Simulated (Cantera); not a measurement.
Roasting and sulfation: FeS₂ + SO₃ + O₂

Input: 1 mol FeS₂, 0.43 mol SO₃, 0.12 mol O₂, held at 0.0133 bar.

Equilibrium computed with Cantera from the NASA thermochemical tables; the gas is ideal and each condensed phase is pure. Candidate condensed phases: Fe, FeO, FeS, FeSO₄, FeS₂, Fe₂O₃, Fe₂(SO₄)₃, Fe₃O₄, S; 12 gas species. Metal and sulfide melt together well below either melting point, which pure phases cannot show. Mutual solubility and eutectic melting of coexisting phases are not modelled. The tables' stoichiometric FeO is somewhat more stable than real wüstite, so its field is too wide. FeO, FeS: taken at fixed stoichiometry. Gases not in the tables: S₃ to S₇. Kinetics and transport are ignored.

From 775 °C to 1125 °C the condensed part is FeS(s). At 1175 °C the condensed part is FeO(s) + FeS(s).

```json
[
 {"T (°C)": "775", "x SO₂": "0.695", "x S₂": "0.298", "x SO": "0.000234", "x S₂O": "0.00652", "x S": "1.08e-7", "x SO₃": "2.21e-8", "x Fe": "<1e-12", "x O₂": "<1e-12", "n FeS(s)": "1.00", "n FeO(s)": "0"},
 {"T (°C)": "825", "x SO₂": "0.695", "x S₂": "0.299", "x SO": "0.000441", "x S₂O": "0.00639", "x S": "3.33e-7", "x SO₃": "3.42e-8", "x Fe": "<1e-12", "x O₂": "<1e-12", "n FeS(s)": "1.00", "n FeO(s)": "0"},
 {"T (°C)": "875", "x SO₂": "0.694", "x S₂": "0.298", "x SO": "0.000787", "x S₂O": "0.00628", "x S": "9.35e-7", "x SO₃": "5.10e-8", "x Fe": "<1e-12", "x O₂": "2.54e-12", "n FeS(s)": "1.00", "n FeO(s)": "0"},
 {"T (°C)": "925", "x SO₂": "0.694", "x S₂": "0.298", "x SO": "0.00134", "x S₂O": "0.00617", "x S": "2.41e-6", "x SO₃": "7.36e-8", "x Fe": "1.02e-11", "x O₂": "1.23e-11", "n FeS(s)": "1.00", "n FeO(s)": "0"},
 {"T (°C)": "975", "x SO₂": "0.694", "x S₂": "0.298", "x SO": "0.00218", "x S₂O": "0.00607", "x S": "5.75e-6", "x SO₃": "1.03e-7", "x Fe": "9.66e-11", "x O₂": "5.29e-11", "n FeS(s)": "1.00", "n FeO(s)": "0"},
 {"T (°C)": "1025", "x SO₂": "0.693", "x S₂": "0.298", "x SO": "0.00342", "x S₂O": "0.00598", "x S": "1.28e-5", "x SO₃": "1.41e-7", "x Fe": "7.67e-10", "x O₂": "2.02e-10", "n FeS(s)": "1.00", "n FeO(s)": "0"},
 {"T (°C)": "1075", "x SO₂": "0.692", "x S₂": "0.297", "x SO": "0.00519", "x S₂O": "0.00589", "x S": "2.70e-5", "x SO₃": "1.88e-7", "x Fe": "5.21e-9", "x O₂": "7.00e-10", "n FeS(s)": "1.00", "n FeO(s)": "0"},
 {"T (°C)": "1125", "x SO₂": "0.690", "x S₂": "0.297", "x SO": "0.00762", "x S₂O": "0.00580", "x S": "5.39e-5", "x SO₃": "2.45e-7", "x Fe": "3.07e-8", "x O₂": "2.21e-9", "n FeS(s)": "1.00", "n FeO(s)": "0"},
 {"T (°C)": "1175", "x SO₂": "0.647", "x S₂": "0.335", "x SO": "0.0109", "x S₂O": "0.00609", "x S": "0.000109", "x SO₃": "2.78e-7", "x Fe": "1.50e-7", "x O₂": "5.71e-9", "n FeS(s)": "0.933", "n FeO(s)": "0.0666"}
]
```
x: gas mole fraction; n: condensed amount in mol.
